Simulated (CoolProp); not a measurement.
Saturation properties of R141b (Tc = 477.5 K, pc = 4212 kPa, ω = 0.220).

Model: reference Helmholtz-energy equation of state, Lemmon 2006, in CoolProp. It is a short technical equation, of lower accuracy than the large ones.

| T (K) | p (kPa) | enthalpy of vaporisation (kJ/kg) | surface tension (mN/m) | liquid viscosity (µPa s) | liquid conductivity (mW/(m K)) |
|---|---|---|---|---|---|
| 267.9 | 21.99 | 240.0 | 22.0 | 591 | 99.5 |
| 274.5 | 29.87 | 237.0 | 21.2 | 542 | 97.6 |
| 281 | 39.72 | 234.0 | 20.3 | 499 | 95.8 |
| 287.5 | 52.02 | 231.0 | 19.5 | 461 | 93.9 |
| 294 | 67.18 | 228.0 | 18.7 | 427 | 92.0 |
| 300.5 | 85.66 | 225.0 | 17.9 | 397 | 90.2 |
| 307.1 | 108.3 | 221.8 | 17.1 | 369 | 88.4 |
| 313.6 | 134.9 | 218.6 | 16.3 | 344 | 86.6 |

It boils at 305.2 K under 1 atm.

Viscosity comes from a separate model (Huber 2003), an estimate that may be off by 10 % or more. Thermal conductivity comes from a separate model (Huber 2003), an estimate that may be off by 10 % or more. Surface tension comes from a separate correlation (Mulero 2012).
